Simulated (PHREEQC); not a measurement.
Dissolve 0.0079 mol Ag2SO4 and 0.00099 mol HNO3 per kg of water at 89 °C. Closed to the air; pH follows from the charge balance.

Equilibrium calculation in PHREEQC: ion-association model, wateq4f.dat.

```json
{
  "pH": "3.49",
  "ionic_strength": "0.0207 mol/kgw",
  "total_alkalinity": "-0.990 meq/kg"
}
```

| species | molality | activity | log γ |
|---|---|---|---|
| Ag+ | 0.0144 | 0.0123 | -0.070 |
| SO4-2 | 0.00590 | 0.00316 | -0.271 |
| AgSO4- | 0.00138 | 0.00118 | -0.070 |
| NO3- | 0.000985 | 0.000832 | -0.073 |
| HSO4- | 0.000620 | 0.000529 | -0.069 |
| H+ | 0.000370 | 0.000324 | -0.058 |
| AgNO3 | 5.21e-6 | 5.24e-6 | 0.002 |
| OH- | 1.30e-9 | 1.10e-9 | -0.072 |

This is a speciation only: nothing precipitates in the calculation. Complexes and solids missing from the database can't appear. At this temperature some constants are extrapolated from 25 °C, and those without enthalpy data are left unchanged.
